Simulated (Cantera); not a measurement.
Charge: 1 mol Si, 3.1 mol Cl2, 10 mol N2, 5 mol NF3, held at 823.15 K and 20.0 Pa.

These are equilibrium values from Cantera (NASA tables, ideal gas, pure condensed phases), not measurements of a reactor. Rates play no part.

```
species   before    after
-------  -------  -------
N2         0.525    0.561
ClF        0.261    0.279
F2        0.0295   0.0937
F          0.143   0.0178
SiF4      0.0420   0.0450
NF3      8.57e-6  0.00359
ClF3     7.70e-7  8.40e-5
```
Gas species are given as mole fractions.

### Question
Which change was made?
A. N2 from 10 to 0.13 mol
B. pressure from 20.0 Pa to 1.20 mbar
C. temperature from 823.15 K to 673 K
D. Cl2 from 3.1 to 5.4 mol

### Answer
C, temperature from 823.15 K to 673 K
